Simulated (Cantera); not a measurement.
Input (Python, Cantera):

```python
import numpy as np
import cantera as ct

gas = ct.Solution("h2o2.yaml")
gas.TPX = 325, 1000000, {'H2': 1, 'O2': 0.455, 'N2': 1.71}
flame = ct.FreeFlame(gas, width=0.008)
flame.set_refine_criteria(ratio=3, slope=0.08, curve=0.16)
flame.transport_model = "mixture-averaged"
flame.solve(loglevel=0, auto=True)
z, T = flame.grid, flame.T
thick = (T[-1] - T[0]) / np.gradient(T, z).max()
show = ['H2', 'O2', 'HO2', 'OH', 'O', 'H2O']
print(f"laminar burning velocity  {flame.velocity[0] * 100:.3f} cm/s")
print(f"burnt temperature         {T[-1]:.1f} K")
print(f"thermal thickness         {thick * 1e3:.4f} mm")
print(f"grid points               {len(z)}")
z0 = z[flame.heat_release_rate.argmax()]
print(f"{'z/mm':>9s}{'T/K':>9s}{'u/(m/s)':>9s}" + "".join(f"{s:>11s}" for s in show))
rows = []
for k in (-3, -2, -1.5, -1, -0.5, -0.25, 0, 0.25, 0.5, 1, 2, 4, 8):
    zz = z0 + k * thick
    rows.append([k * thick, np.interp(zz, z, T), np.interp(zz, z, flame.velocity),
                 *(np.interp(zz, z, flame.X[gas.species_index(s)]) for s in show)])
    print(f"{rows[-1][0] * 1e3:9.3f}{rows[-1][1]:9.1f}{rows[-1][2]:9.3f}" + "".join(f"{x:11.3e}" for x in rows[-1][3:]))
```

It prints:

```
laminar burning velocity  212.161 cm/s
burnt temperature         2473.2 K
thermal thickness         0.0231 mm
grid points               112
     z/mm      T/K  u/(m/s)         H2         O2        HO2         OH          O        H2O
   -0.069    325.0    2.121  3.159e-01  1.438e-01  8.188e-10  1.964e-13  7.862e-11  5.224e-08
   -0.046    325.1    2.121  3.155e-01  1.439e-01  9.834e-09  3.159e-12  6.668e-10  5.753e-07
   -0.035    325.6    2.121  3.142e-01  1.441e-01  1.299e-07  1.425e-10  5.047e-09  6.591e-06
   -0.023    331.6    2.141  3.074e-01  1.455e-01  3.824e-06  1.525e-08  6.890e-08  1.582e-04
   -0.012    465.7    2.856  2.627e-01  1.505e-01  4.350e-04  1.308e-05  4.760e-06  1.039e-02
   -0.006    867.1    5.101  2.056e-01  1.362e-01  1.579e-03  7.448e-04  1.736e-04  5.808e-02
    0.000   1371.0    7.898  1.418e-01  9.856e-02  7.624e-04  2.423e-03  1.442e-03  1.406e-01
    0.006   1712.2    9.796  9.103e-02  5.775e-02  3.442e-04  5.610e-03  3.051e-03  2.147e-01
    0.012   1905.9   10.869  6.316e-02  3.248e-02  1.612e-04  8.948e-03  3.574e-03  2.577e-01
    0.023   2094.7   11.887  4.535e-02  1.465e-02  5.661e-05  1.184e-02  3.173e-03  2.891e-01
    0.046   2245.3   12.656  3.839e-02  7.889e-03  2.307e-05  1.107e-02  1.914e-03  3.059e-01
    0.092   2349.5   13.164  3.349e-02  4.499e-03  9.649e-06  8.563e-03  9.252e-04  3.179e-01
    0.185   2413.5   13.465  2.958e-02  2.376e-03  3.752e-06  6.180e-03  4.246e-04  3.264e-01
```

Detailed kinetics in Cantera: the H2/O2 subset of GRI-Mech 3.0, which has no nitrogen chemistry. The hydrogen kinetics of GRI-Mech 3.0 are dated; newer H2 mechanisms differ, most at raised pressure. Burning velocities carry a grid error of a few per cent, more on coarse grids.
